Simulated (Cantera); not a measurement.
**Premixed flame**

A freely propagating, adiabatic, planar premixed flame of 30.7 % CO, 3.69 % H2, 0.768 % CH4, 17.5 % O2, 47.3 % N2, unburnt at 450 K and 100.0 Torr; mixture-averaged transport, grid criteria slope 0.08 and curve 0.16, no radiation.

Cantera simulation using GRI-Mech 3.0 (53 species, 325 reactions); the numbers are that mechanism's predictions, not measurements. Burning velocities carry a grid error of a few per cent, more on coarse grids.

```json
[
 {"z (mm)": "-18.8", "T (K)": "450", "u (m/s)": "1.76", "x CO": "0.307", "x H2": "0.0369", "x CH4": "0.00768", "x CH2O": "<1e-8", "x C2H6": "<1e-8", "x NO2": "<1e-8"},
 {"z (mm)": "-12.5", "T (K)": "450", "u (m/s)": "1.76", "x CO": "0.307", "x H2": "0.0369", "x CH4": "0.00768", "x CH2O": "<1e-8", "x C2H6": "<1e-8", "x NO2": "<1e-8"},
 {"z (mm)": "-9.40", "T (K)": "450", "u (m/s)": "1.76", "x CO": "0.307", "x H2": "0.0369", "x CH4": "0.00768", "x CH2O": "<1e-8", "x C2H6": "<1e-8", "x NO2": "<1e-8"},
 {"z (mm)": "-6.26", "T (K)": "450", "u (m/s)": "1.76", "x CO": "0.307", "x H2": "0.0369", "x CH4": "0.00768", "x CH2O": "<1e-8", "x C2H6": "<1e-8", "x NO2": "<1e-8"},
 {"z (mm)": "-3.13", "T (K)": "453", "u (m/s)": "1.77", "x CO": "0.307", "x H2": "0.0365", "x CH4": "0.00768", "x CH2O": "2.69e-7", "x C2H6": "<1e-8", "x NO2": "<1e-8"},
 {"z (mm)": "-1.57", "T (K)": "602", "u (m/s)": "2.34", "x CO": "0.301", "x H2": "0.0335", "x CH4": "0.00752", "x CH2O": "5.88e-6", "x C2H6": "2.26e-7", "x NO2": "<1e-8"},
 {"z (mm)": "0", "T (K)": "1045", "u (m/s)": "4.04", "x CO": "0.271", "x H2": "0.0190", "x CH4": "0.00206", "x CH2O": "4.86e-5", "x C2H6": "1.25e-7", "x NO2": "<1e-8"},
 {"z (mm)": "1.57", "T (K)": "1333", "u (m/s)": "5.07", "x CO": "0.207", "x H2": "0.00590", "x CH4": "2.39e-6", "x CH2O": "1.64e-7", "x C2H6": "<1e-8", "x NO2": "<1e-8"},
 {"z (mm)": "3.13", "T (K)": "1477", "u (m/s)": "5.52", "x CO": "0.167", "x H2": "0.00555", "x CH4": "<1e-8", "x CH2O": "<1e-8", "x C2H6": "<1e-8", "x NO2": "<1e-8"},
 {"z (mm)": "6.26", "T (K)": "1618", "u (m/s)": "5.96", "x CO": "0.148", "x H2": "0.00634", "x CH4": "<1e-8", "x CH2O": "<1e-8", "x C2H6": "<1e-8", "x NO2": "<1e-8"},
 {"z (mm)": "12.5", "T (K)": "1761", "u (m/s)": "6.42", "x CO": "0.148", "x H2": "0.00655", "x CH4": "<1e-8", "x CH2O": "<1e-8", "x C2H6": "<1e-8", "x NO2": "<1e-8"},
 {"z (mm)": "25.1", "T (K)": "1919", "u (m/s)": "6.91", "x CO": "0.145", "x H2": "0.00622", "x CH4": "<1e-8", "x CH2O": "<1e-8", "x C2H6": "<1e-8", "x NO2": "<1e-8"},
 {"z (mm)": "50.1", "T (K)": "2082", "u (m/s)": "7.41", "x CO": "0.138", "x H2": "0.00554", "x CH4": "<1e-8", "x CH2O": "<1e-8", "x C2H6": "<1e-8", "x NO2": "<1e-8"}
]
```
x: mole fraction of selected species; z is measured from the peak of heat release.

```
Item                         Value
------------------------  --------
laminar burning velocity  176 cm/s
thermal thickness          6.26 mm
peak x(CH2O)               5.38e-5
peak x(C2H6)               5.55e-7
grid points                    178
```
